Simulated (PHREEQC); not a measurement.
Consider water at 20 °C with 0.041 mmol/kgw H2SO4 and 140 mmol/kgw Na2SO4. Closed to the air; pH follows from the charge balance.

Equilibrium calculation in PHREEQC: ion-association model, phreeqc.dat.

No solid was allowed to form.

Predict the pH.

pH 4.72.

In which forms is Na present?

Na+ 89 %, NaSO4- 11 % of the Na.

Species that the database lacks are ignored.
